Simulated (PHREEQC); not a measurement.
PHREEQC input (ion-association model, wateq4f.dat):

```
SOLUTION_MASTER_SPECIES
  An  An-  0  An  62.0  # stands for a non-complexing anion
SOLUTION_SPECIES
  An- = An-
    -log_k 0
    -gamma 3.0 0
PHASES
  Fix_H+
    H+ = H+
    -log_k 0
SOLUTION 1
  temp 25
  units mmol/kgw
  pH 7 charge
  Cl 0.1378
  Mg 0.03
  Ba 0.036
  Sr 0.0029
  Na 100
  An 100
END
SELECTED_OUTPUT 1
  -reset false
  -pH true
  -pe true
  -ionic_strength true
  -water true
  -totals Ba Cl Mg Na Sr
  -molalities Hfo_wOH Hfo_wOH2+ Hfo_wO- Hfo_sOH Hfo_sOH2+ Hfo_sO- Hfo_wOMg+ Hfo_sOHBa+2 Hfo_wOBa+ Hfo_sOHSr+2
    Hfo_wOSr+ Hfo_wOSrOH
  -saturation_indices Brucite Halite
USER_PUNCH 1
  -headings sigma psi
  10 PUNCH EDL("sigma", "Hfo"), EDL("psi", "Hfo")
PRINT
  -reset false
USE solution 1
SURFACE 1
  Hfo_wOH 4.49438e-05 600 0.02
  Hfo_sOH 1.1236e-06
EQUILIBRIUM_PHASES 1
  Fix_H+ -3 HAn 10
    -force_equality true
  O2(g) -0.68 10
END
# ... the last block is repeated for the other 12 points of pH, with NaOH or the acid as the point needs
```

Selected output (columns that matter, 12 of 13 rows; pH added in front):

```
pH	mu	Ba	Mg	Na	Sr	m_Hfo_wOH	m_Hfo_wOH2+	m_Hfo_wO-	m_Hfo_sOH	m_Hfo_sOH2+	si_Brucite	si_Halite	sigma	psi
3	0.10144	3.6e-05	3e-05	0.1	2.9e-06	8.5961e-07	4.4084e-05	3.8399e-10	2.149e-08	1.1021e-06	-15.758	-6.667	0.36334	0.15262
3.5	0.10061	3.6e-05	3e-05	0.1	2.9e-06	2.454e-06	4.2487e-05	3.2472e-09	6.1351e-08	1.0622e-06	-14.757	-6.6664	0.35015	0.15094
4	0.10035	3.6e-05	3e-05	0.1	2.9e-06	5.9885e-06	3.8934e-05	2.1101e-08	1.4971e-07	9.7335e-07	-13.757	-6.6662	0.32073	0.14653
4.5	0.10026	3.6e-05	3e-05	0.1	2.9e-06	1.1687e-05	3.3162e-05	9.4362e-08	2.9218e-07	8.2904e-07	-12.757	-6.6662	0.27255	0.13825
5	0.10023	3.6e-05	3e-05	0.1	2.9e-06	1.8316e-05	2.6336e-05	2.918e-07	4.5785e-07	6.5835e-07	-11.757	-6.6661	0.21466	0.12614
5.5	0.10022	3.6e-05	3e-05	0.1	2.9e-06	2.4315e-05	1.995e-05	6.7889e-07	6.0764e-07	4.9856e-07	-10.757	-6.6661	0.15884	0.11097
6.5	0.10021	3.599e-05	2.9998e-05	0.1	2.8997e-06	3.1803e-05	1.104e-05	2.0988e-06	7.8801e-07	2.7355e-07	-8.7567	-6.6661	0.073855	0.073915
7	0.10021	3.5948e-05	2.9987e-05	0.1	2.8984e-06	3.347e-05	8.409e-06	3.0518e-06	7.9741e-07	2.0034e-07	-7.7568	-6.6661	0.045065	0.052643
7.5	0.10021	3.5759e-05	2.9899e-05	0.1	2.8927e-06	3.4235e-05	6.4365e-06	4.1714e-06	6.6835e-07	1.2566e-07	-6.7581	-6.6661	0.023374	0.030514
8	0.10021	3.5352e-05	2.9297e-05	0.1	2.8798e-06	3.3908e-05	4.5797e-06	5.7511e-06	3.5119e-07	4.7434e-08	-5.767	-6.6661	0.0068563	0.0094329
8.5	0.10021	3.5078e-05	2.6528e-05	0.10001	2.8685e-06	3.0457e-05	2.4998e-06	8.501e-06	1.353e-07	1.1105e-08	-4.8103	-6.6661	-0.0053291	-0.007348
9	0.10021	3.4987e-05	2.1035e-05	0.10003	2.8579e-06	2.1782e-05	8.1507e-07	1.3335e-05	7.0035e-08	2.6207e-09	-3.9116	-6.666	-0.01232	-0.016747
```

Species that the database lacks are ignored. The oxide is taken as insoluble; below pH 4 it would dissolve.
